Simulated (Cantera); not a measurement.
A closed system holds: 1 mol C2H6, 0.1 mol CO2, 1.3 mol H2, held at 625 K.

Cantera equilibrium calculation (NASA polynomials, part measured and part estimated; ideal gas, pure solids and liquids). Candidate condensed phases: C, C6H6, C7H8, C8H18, H2O; 110 gas species. The ideal-gas law is rough above about 30 bar. Equilibrium is a limit: real reactors are often held back by kinetics, nucleation or transport.

log p: log10 of the partial pressure in bar; n: condensed amount in mol.

```csv
P (Pa),log p H2,log p CH4,log p H2O,log p CO,log p CO2,log p C2H6,n C(graphite)
10,-4.02,-6.35,-5.87,-5.69,-6.23,-14.68,1.97
160,-2.85,-4.01,-4.21,-5.21,-5.26,-11.16,1.82
2500,[?],[?],[?],[?],[?],[?],[?]
40000,-1.11,-0.54,-1.51,-4.24,-3.32,-5.95,0.285
630000,[?],[?],[?],[?],[?],[?],[?]
10000000,0.13,1.95,0.93,-3.04,-0.93,-2.22,0.0600
```

### Question
Some entries are withheld; supply them.

### Answer

- 630000, log p H2: -0.48
- 630000, log p CH4: 0.73
- 630000, log p H2O: -0.28
- 630000, log p CO: -3.64
- 630000, log p CO2: -2.13
- 630000, log p C2H6: -4.05
- 630000, n C(graphite): 0.106
- 2500, log p H2: -1.85
- 2500, log p CH4: -2.02
- 2500, log p H2O: -2.82
- 2500, log p CO: -4.81
- 2500, log p CO2: -4.45
- 2500, log p C2H6: -8.18
- 2500, n C(graphite): 0.912
